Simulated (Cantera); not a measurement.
A Cantera script and its output.

```python
import numpy as np
import cantera as ct

gas = ct.Solution("gri30.yaml")


def delay(T, t_max=10):
    gas.TPX = T, 101325, {'CH4': 1, 'CO': 0.71, 'O2': 1.39, 'N2': 5.21}
    reactor = ct.IdealGasReactor(gas, clone=False)
    net = ct.ReactorNet([reactor])
    net.rtol, net.atol = 1e-8, 1e-16
    while net.time < t_max:
        t_old, T_old = net.time, reactor.T
        net.step()
        if reactor.T > T + 400:  # ignition: a rise of 400 K
            return t_old + (T + 400 - T_old) / (reactor.T - T_old) * (net.time - t_old)
    return np.nan


taus = []
for T in [1275, 1350, 1425, 1500, 1575, 1650, 1725, 1800]:
    taus.append(delay(T))
    print(f"T0 = {T:6g} K   tau = {taus[-1]:.4e} s")
```

Result:

```
T0 =   1275 K   tau = 2.7413e-02 s
T0 =   1350 K   tau = 9.4983e-03 s
T0 =   1425 K   tau = 3.5934e-03 s
T0 =   1500 K   tau = 1.4950e-03 s
T0 =   1575 K   tau = 6.8792e-04 s
T0 =   1650 K   tau = 3.4905e-04 s
T0 =   1725 K   tau = 1.9304e-04 s
T0 =   1800 K   tau = 1.1464e-04 s
```

Detailed kinetics in Cantera: GRI-Mech 3.0 (53 species, 325 reactions).
